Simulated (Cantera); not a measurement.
Charge: 1 mol Al(CH₃)₃, 4.6 mol N₂, 360 mol H₂, held at 1602 °C and 0.133 bar.

Cantera equilibrium calculation (NASA polynomials, part measured and part estimated; ideal gas, pure solids and liquids). Candidate condensed phases: Al, AlN, C, C₆H₆, C₇H₈, C₈H₁₈; 97 gas species. The feed counts by its element totals alone. The numbers say what is thermodynamically allowed, not how fast it happens.

Base state: H₂ 0.986, N₂ 0.0108, H 0.00178, HCN 0.000901, Al 0.000322, C₂H₂ (acetylene) 0.000312, CH₄ 7.85e-5, AlH 4.37e-5 (mole fractions); condensed: AlN(s) + C(graphite).

**Question.** What changes in the equilibrium state with this change: temperature from 1602 °C to 1275 °C?

**Answer.** 
```tsv
species	before	after
H₂	0.986	0.988
N₂	0.0108	0.0110
CH₄	7.85e-5	0.000267
H	0.00178	8.38e-5
HCN	0.000901	0.000153
Al	0.000322	5.89e-8
AlH	4.37e-5	2.15e-8
C₂H₂ (acetylene)	0.000312	1.55e-5
HNC	4.02e-5	3.01e-6
AlN(s), mol	0.865	1.000
C(graphite), mol	2.39	2.83
```
